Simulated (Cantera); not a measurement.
Input: 1 mol Si, 14 mol HCl, 55 mol H2, equilibrated at 1648 K and 10000 Pa.

Equilibrium computed with Cantera from the NASA thermochemical tables; the gas is ideal and each condensed phase is pure. Candidate condensed phases: Si; 19 gas species. The tables' values for SiCl3 are old estimates; treat these amounts as uncertain. The numbers say what is thermodynamically allowed, not how fast it happens.

Base state: H2 0.812, HCl 0.173, SiCl2 0.0134, SiCl3 0.000854, H 0.000254, SiCl4 0.000120, SiHCl3 9.41e-5, Cl 4.23e-5 (mole fractions); condensed: gas only.

Task: What changes in the equilibrium state with this change: pressure from 10000 Pa to 8.00 Pa?

Result: 
| species | before | after |
|---|---|---|
| H2 | 0.812 | 0.803 |
| HCl | 0.173 | 0.172 |
| SiCl2 | 0.0134 | 0.0139 |
| H | 0.000254 | 0.00892 |
| Cl | 4.23e-5 | 0.00150 |
| Si | 2.65e-7 | 0.000341 |
| SiH2Cl2 | 1.26e-5 | 1.03e-8 |
| SiHCl3 | 9.41e-5 | 7.78e-8 |
The tables' values for SiCl, SiCl3 are old estimates; treat these amounts as uncertain.
